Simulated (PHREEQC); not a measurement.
0.14 g of hydrous ferric oxide (600 m²/g; 0.2 weak and 0.005 strong sites per Fe, Dzombak-Morel constants, diffuse double layer) in 1 kg of water with 0.005 mol/kgw of an inert sodium salt and 7.1e-07 mol SrCl2, at 25 °C; the pH is set by adding NaOH or the inert anion's acid. Oxygen alone is held at its pressure in air (log pO2 = -0.68). CO2 from the air is kept out. No solid was allowed to form.

All values are PHREEQC results (ion-association model, wateq4f.dat), not measurements.

```json
[
 {"pH": "3", "Sr sorbed (%)": "0.0", "surface charge σ (C/m²)": "0.303", "surface potential ψ (mV)": "215"},
 {"pH": "3.67", "Sr sorbed (%)": "0.0", "surface charge σ (C/m²)": "0.222", "surface potential ψ (mV)": "203"},
 {"pH": "4.33", "Sr sorbed (%)": "0.0", "surface charge σ (C/m²)": "0.148", "surface potential ψ (mV)": "183"},
 {"pH": "5", "Sr sorbed (%)": "0.0", "surface charge σ (C/m²)": "0.090", "surface potential ψ (mV)": "158"},
 {"pH": "5.67", "Sr sorbed (%)": "0.0", "surface charge σ (C/m²)": "0.051", "surface potential ψ (mV)": "129"},
 {"pH": "6.33", "Sr sorbed (%)": "0.0", "surface charge σ (C/m²)": "0.027", "surface potential ψ (mV)": "97"},
 {"pH": "7", "Sr sorbed (%)": "0.4", "surface charge σ (C/m²)": "0.013", "surface potential ψ (mV)": "62"},
 {"pH": "7.67", "Sr sorbed (%)": "6.3", "surface charge σ (C/m²)": "0.004", "surface potential ψ (mV)": "25"},
 {"pH": "8.33", "Sr sorbed (%)": "53.4", "surface charge σ (C/m²)": "-0.002", "surface potential ψ (mV)": "-12"},
 {"pH": "9", "Sr sorbed (%)": "95.2", "surface charge σ (C/m²)": "-0.009", "surface potential ψ (mV)": "-49"},
 {"pH": "9.67", "Sr sorbed (%)": "99.7", "surface charge σ (C/m²)": "-0.021", "surface potential ψ (mV)": "-85"},
 {"pH": "10.33", "Sr sorbed (%)": "100.0", "surface charge σ (C/m²)": "-0.042", "surface potential ψ (mV)": "-118"},
 {"pH": "11", "Sr sorbed (%)": "100.0", "surface charge σ (C/m²)": "-0.080", "surface potential ψ (mV)": "-147"}
]
```

The oxide is taken as insoluble; below pH 4 it would dissolve.
